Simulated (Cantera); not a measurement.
Ignition delay

Mixture: 5.05 % CH4, 1.46 % CO, 7.72 % O2, 85.8 % N2, at 1.00 atm, adiabatic and at constant pressure. Ignition delay is the time to a rise of 400 K.

Model: GRI-Mech 3.0 (53 species, 325 reactions), integrated in Cantera.

```
T0 (K)  delay (ms)
------  ----------
1225           138
1300          46.7
1375          16.8
1450          6.44
1525          2.68
1600          1.22
1675         0.618
1750         0.343
1825         0.206
1900         0.132
```

```
Quantity                                                Result
--------------------------------------------------  ----------
apparent activation energy between 1750 and 1900 K  180 kJ/mol
```
